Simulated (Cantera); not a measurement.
Input (Python, Cantera) and output of one run.

```python
import numpy as np
import cantera as ct

gas_names = [...]  # 105 gases of nasa_gas.yaml made of C, H, N, Si
cond_names = """
    C(gr) C6H6(L) C7H8(L) C8H18(L),n-octa Si(cr) Si(L) SiC(b) Si3N4(a)
""".split()


# ... load() reads the species with a 1 bar reference pressure and builds the phases ...
atoms = {
    'Si3N4': {'Si': 3, 'N': 4},
    'C': {'C': 1},
    'H2': {'H': 2},
}
top_T = {'C(gr)': 4500, 'SiC(b)': 3050, 'Si3N4(a)': 2400}  # K; cautious upper limits of use, not melting points


# ... equilibrate(T, P, feed) seeds the gas with the atoms and calls Mixture.equilibrate('TP', solver="vcs", rtol=1e-11, max_steps=5000) ...
results = []
feed = {'Si3N4': 1, 'C': 0.051, 'H2': 0.72}  # mol
P = 13332.2  # Pa
for T in [1623, 1723, 1823, 1923, 2023, 2123, 2223, 2323, 2423, 2523, 2623, 2723, 2823, 2923]:
    mix = equilibrate(T, P, feed)
    results.append((T, P, feed, dict(zip(mix.species_names, mix.species_moles))))
    x = sorted(zip(gas.X, gas.species_names), reverse=True)
    print(f"T = {T:g} K  P = {P:g} Pa  gas = {mix.phase_moles(0):.4g} mol")
    print("   x: " + "  ".join(f"{s} {v:.3e}" for v, s in x if v > 1e-06))
    print("   condensed (mol): " + ("  ".join(f"{mix.phase(i).name} {mix.phase_moles(i):.4g}"
          for i in range(1, mix.n_phases) if mix.phase_moles(i) > 1e-12) or "none"))
```

Output:

```
T = 1623 K  P = 13332.2 Pa  gas = 0.754 mol
   x: H2 9.547e-01  N2 4.505e-02  H 1.850e-04  HCN 3.159e-05  CH4 1.166e-05  NH3 1.161e-06  SiH2 1.085e-06
   condensed (mol): SiC(b) 0.05097  Si3N4(a) 0.983
T = 1723 K  P = 13332.2 Pa  gas = 0.7542 mol
   x: H2 9.544e-01  N2 4.506e-02  H 4.879e-04  HCN 2.668e-05  SiH2 8.706e-06  Si 3.963e-06  CH4 3.790e-06  SiH 2.033e-06
   condensed (mol): SiC(b) 0.05098  Si3N4(a) 0.983
T = 1823 K  P = 13332.2 Pa  gas = 0.7967 mol
   x: H2 9.031e-01  N2 9.565e-02  H 1.128e-03  HCN 5.387e-05  Si 3.316e-05  SiH2 3.172e-05  SiH 1.229e-05  Si2N 2.431e-06  HNC 2.151e-06  CH4 2.073e-06  SiN 1.551e-06
   condensed (mol): Si(L) 0.06333  SiC(b) 0.05095  Si3N4(a) 0.9619
T = 1923 K  P = 13332.2 Pa  gas = 1.267 mol
   x: H2 5.671e-01  N2 4.305e-01  H 1.943e-03  HCN 2.167e-04  Si 1.272e-04  SiH2 3.817e-05  SiH 2.863e-05  Si2N 1.359e-05  HNC 1.065e-05  SiN 9.608e-06  Si2C 2.484e-06  Si2 1.087e-06
   condensed (mol): Si(L) 0.7674  SiC(b) 0.05071  Si3N4(a) 0.7272
T = 2023 K  P = 13332.2 Pa  gas = 2.725 mol
   x: N2 7.337e-01  H2 2.626e-01  H 2.665e-03  Si 4.267e-04  HCN 4.221e-04  SiH 5.136e-05  Si2N 4.231e-05  SiN 3.291e-05  SiH2 3.173e-05  HNC 2.500e-05  Si2C 1.288e-05  Si2 4.673e-06
   condensed (mol): Si(L) 2.948  SiC(b) 0.04974
T = 2123 K  P = 13332.2 Pa  gas = 2.731 mol
   x: N2 7.318e-01  H2 2.606e-01  H 5.015e-03  Si 1.275e-03  HCN 8.545e-04  SiH 1.228e-04  Si2N 9.260e-05  SiN 7.867e-05  HNC 5.991e-05  Si2C 5.687e-05  SiH2 5.345e-05  Si2 1.745e-05  Si3 3.530e-06  C2H2,acetylene 3.055e-06
   condensed (mol): Si(L) 2.947  SiC(b) 0.04832
T = 2223 K  P = 13332.2 Pa  gas = 2.743 mol
   x: N2 7.280e-01  H2 2.569e-01  H 8.892e-03  Si 3.449e-03  HCN 1.614e-03  SiH 2.702e-04  Si2C 2.187e-04  Si2N 1.881e-04  SiN 1.735e-04  HNC 1.319e-04  SiH2 8.521e-05  Si2 5.774e-05  Si3 1.116e-05  C2H2,acetylene 9.863e-06  SiC2 4.780e-06  CN 2.075e-06
   condensed (mol): Si(L) 2.941  SiC(b) 0.04552
T = 2323 K  P = 13332.2 Pa  gas = 2.769 mol
   x: N2 7.204e-01  H2 2.506e-01  H 1.493e-02  Si 8.550e-03  HCN 2.857e-03  Si2C 7.457e-04  SiH 5.512e-04  Si2N 3.576e-04  SiN 3.560e-04  HNC 2.686e-04  Si2 1.718e-04  SiH2 1.288e-04  Si3 3.185e-05  SiC2 2.989e-05  C2H2,acetylene 2.840e-05  CN 7.522e-06
   condensed (mol): Si(L) 2.926  SiC(b) 0.03993
T = 2423 K  P = 13332.2 Pa  gas = 2.821 mol
   x: N2 7.057e-01  H2 2.399e-01  H 2.379e-02  Si 1.965e-02  HCN 4.747e-03  Si2C 2.289e-03  SiH 1.048e-03  SiN 6.844e-04  Si2N 6.396e-04  HNC 5.073e-04  Si2 4.662e-04  SiH2 1.843e-04  SiC2 1.600e-04  Si3 8.299e-05  C2H2,acetylene 7.333e-05  CN 2.435e-05  C2N2 1.344e-06  SiC 1.194e-06
   condensed (mol): Si(L) 2.891  SiC(b) 0.02832
T = 2523 K  P = 13332.2 Pa  gas = 2.927 mol
   x: N2 6.779e-01  H2 2.225e-01  Si 4.223e-02  H 3.591e-02  HCN 7.360e-03  Si2C 6.405e-03  SiH 1.856e-03  SiN 1.235e-03  Si2 1.166e-03  Si2N 1.079e-03  HNC 8.847e-04  SiC2 7.471e-04  SiH2 2.471e-04  Si3 1.997e-04  C2H2,acetylene 1.693e-04  CN 7.098e-05  SiC 5.486e-06  C2N2 3.856e-06  C2H 2.059e-06
   condensed (mol): Si(L) 2.81  SiC(b) 0.002484
T = 2623 K  P = 13332.2 Pa  gas = 3.116 mol
   x: N2 6.368e-01  H2 2.002e-01  Si 8.553e-02  H 5.161e-02  Si2C 8.354e-03  HCN 5.407e-03  SiH 3.089e-03  Si2 2.713e-03  SiN 2.104e-03  Si2N 1.723e-03  SiC2 7.904e-04  HNC 7.245e-04  Si3 4.482e-04  SiH2 3.122e-04  CN 9.511e-05  C2H2,acetylene 9.033e-05  SiC 1.132e-05  C2N2 2.543e-06  C2H 2.143e-06  N 1.893e-06
   condensed (mol): Si(L) 2.63
T = 2723 K  P = 13332.2 Pa  gas = 3.493 mol
   x: N2 5.677e-01  H2 1.668e-01  Si 1.644e-01  H 6.928e-02  Si2C 9.323e-03  Si2 5.921e-03  SiH 4.741e-03  SiN 3.348e-03  HCN 3.312e-03  Si2N 2.580e-03  Si3 9.450e-04  SiC2 6.357e-04  HNC 4.906e-04  SiH2 3.560e-04  CN 1.060e-04  C2H2,acetylene 3.548e-05  SiC 1.934e-05  N 4.022e-06  C 1.895e-06  C2H 1.630e-06  C2N2 1.250e-06
   condensed (mol): Si(L) 2.26
T = 2823 K  P = 13332.2 Pa  gas = 4.347 mol
   x: N2 4.549e-01  Si 3.014e-01  H2 1.192e-01  H 8.383e-02  Si2 1.220e-02  Si2C 8.956e-03  SiH 6.487e-03  SiN 4.866e-03  Si2N 3.538e-03  Si3 1.885e-03  HCN 1.586e-03  SiC2 3.917e-04  SiH2 3.401e-04  HNC 2.578e-04  CN 9.620e-05  SiC 2.760e-05  C2H2,acetylene 9.527e-06  N 7.653e-06  C 2.988e-06
   condensed (mol): Si(L) 1.398
T = 2923 K  P = 13332.2 Pa  gas = 5.758 mol
   x: Si 4.468e-01  N2 3.424e-01  H 9.266e-02  H2 7.459e-02  Si2 1.700e-02  Si2C 7.155e-03  SiH 6.772e-03  SiN 5.591e-03  Si2N 3.244e-03  Si3 2.146e-03  HCN 8.300e-04  SiC2 2.866e-04  SiH2 2.351e-04  HNC 1.471e-04  CN 9.871e-05  SiC 3.782e-05  N 1.341e-05  C 5.334e-06  C2H2,acetylene 3.268e-06
   condensed (mol): none
```

These are equilibrium values from Cantera (NASA tables, ideal gas, pure condensed phases), not measurements of a reactor. Mutual solubility and eutectic melting of coexisting phases are not modelled. The tables' values for SiN are old estimates; treat these amounts as uncertain. Gases not in the tables: Si2H6 and higher silanes.
